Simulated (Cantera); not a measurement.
A freely propagating, adiabatic, planar premixed flame of CH4 : C2H6 : C3H8 : O2 : N2 = 1 : 0.76 : 0.13 : 7.93 : 29.8 (molar parts), unburnt at 600 K and 100.0 Torr; mixture-averaged transport, grid criteria slope 0.08 and curve 0.16, no radiation.

Model: GRI-Mech 3.0 (53 species, 325 reactions), integrated in Cantera. Burning velocities carry a grid error of a few per cent, more on coarse grids.

Task: What does this change do: O2 7.93 to 10 parts?

Result: 
```
quantity                    before     after
------------------------  --------  --------
laminar burning velocity  136 cm/s  138 cm/s
thermal thickness          2.20 mm   2.13 mm
peak x(C2H4)               0.00245   0.00240
peak x(OH)                 0.00823   0.00838
peak x(C2H2)              0.000151   9.26e-5
```
